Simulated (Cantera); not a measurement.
Feed: 1 mol Ta₂O₅, a varied amount of CO, 0.47 mol H₂, at 2050 K and 8.60 bar.

Equilibrium computed with Cantera from the NASA thermochemical tables; the gas is ideal and each condensed phase is pure. Candidate condensed phases: C, C₆H₆, C₇H₈, C₈H₁₈, H₂O, Ta, TaC, Ta₂O₅; 113 gas species. Mutual solubility and eutectic melting of coexisting phases are not modelled. TaC: taken at fixed stoichiometry. Condensed phases not in the tables: Ta₂C. The numbers say what is thermodynamically allowed, not how fast it happens.

log p: log10 of the partial pressure in bar; n: condensed amount in mol.

```json
[
 {"n(CO) (mol)": "1", "log p CO": "0.77", "log p H₂": "0.43", "log p H₂O": "(withheld)", "log p CO₂": "-1.71", "n TaC(s)": "0.00305", "n Ta₂O₅(s)": "0.998"},
 {"n(CO) (mol)": "2", "log p CO": "0.84", "log p H₂": "0.21", "log p H₂O": "(withheld)", "log p CO₂": "-1.61", "n TaC(s)": "0.00421", "n Ta₂O₅(s)": "0.998"},
 {"n(CO) (mol)": "2.9", "log p CO": "0.87", "log p H₂": "0.07", "log p H₂O": "(withheld)", "log p CO₂": "-1.58", "n TaC(s)": "0.00520", "n Ta₂O₅(s)": "0.997"},
 {"n(CO) (mol)": "3.8", "log p CO": "0.88", "log p H₂": "-0.03", "log p H₂O": "(withheld)", "log p CO₂": "-1.56", "n TaC(s)": "0.00618", "n Ta₂O₅(s)": "0.997"},
 {"n(CO) (mol)": "4.7", "log p CO": "0.89", "log p H₂": "-0.11", "log p H₂O": "(withheld)", "log p CO₂": "-1.55", "n TaC(s)": "0.00715", "n Ta₂O₅(s)": "0.996"},
 {"n(CO) (mol)": "5.7", "log p CO": "0.90", "log p H₂": "-0.19", "log p H₂O": "(withheld)", "log p CO₂": "-1.54", "n TaC(s)": "0.00822", "n Ta₂O₅(s)": "0.996"},
 {"n(CO) (mol)": "6.6", "log p CO": "0.90", "log p H₂": "-0.25", "log p H₂O": "(withheld)", "log p CO₂": "-1.53", "n TaC(s)": "0.00918", "n Ta₂O₅(s)": "0.995"},
 {"n(CO) (mol)": "7.5", "log p CO": "0.91", "log p H₂": "-0.30", "log p H₂O": "-2.06", "log p CO₂": "-1.53", "n TaC(s)": "0.0101", "n Ta₂O₅(s)": "0.995"},
 {"n(CO) (mol)": "8.5", "log p CO": "0.91", "log p H₂": "-0.35", "log p H₂O": "-2.11", "log p CO₂": "-1.52", "n TaC(s)": "0.0112", "n Ta₂O₅(s)": "0.994"},
 {"n(CO) (mol)": "9.4", "log p CO": "0.91", "log p H₂": "-0.40", "log p H₂O": "-2.15", "log p CO₂": "-1.52", "n TaC(s)": "0.0122", "n Ta₂O₅(s)": "0.994"},
 {"n(CO) (mol)": "10", "log p CO": "0.91", "log p H₂": "-0.42", "log p H₂O": "-2.18", "log p CO₂": "-1.52", "n TaC(s)": "0.0128", "n Ta₂O₅(s)": "0.994"},
 {"n(CO) (mol)": "11", "log p CO": "0.91", "log p H₂": "-0.46", "log p H₂O": "-2.22", "log p CO₂": "-1.52", "n TaC(s)": "0.0139", "n Ta₂O₅(s)": "0.993"}
]
```

What belongs in the gaps?


- 1, log p H₂O: -1.36
- 2, log p H₂O: -1.57
- 2.9, log p H₂O: -1.70
- 3.8, log p H₂O: -1.79
- 4.7, log p H₂O: -1.88
- 5.7, log p H₂O: -1.95
- 6.6, log p H₂O: -2.01
